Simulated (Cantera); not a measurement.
A closed system holds: 1 mol SiF4, 28 mol N2, equilibrated at 1500 K and 10.0 mbar.

These are equilibrium values from Cantera (NASA tables, ideal gas, pure condensed phases), not measurements of a reactor. Candidate condensed phases: Si, Si3N4; 16 gas species. Rates play no part.

Base state: N2 0.966, SiF4 0.0345 (mole fractions); condensed: gas only.

### Question
What changes in the equilibrium state with this change: SiF4 replaced by trisilylamine?

### Answer
```
species        before    after
-------------  ------  -------
N2              0.966    0.855
H2                  0    0.145
H                   0  6.71e-5
SiF4           0.0345        0
Si3N4(s), mol       0     1.00
```
The feed counts by its element totals alone.

### Question
What changes in the equilibrium state with this change: SiF4 replaced by Si2Cl6?

### Answer
```tsv
species	before	after
N2	0.966	0.933
SiCl2	0	0.0262
SiCl4	0	0.0259
SiF4	0.0345	0
SiCl3	0	0.0146
Cl	0	0.000318
```
The feed counts by its element totals alone. The tables' values for SiCl3 are old estimates; treat these amounts as uncertain.
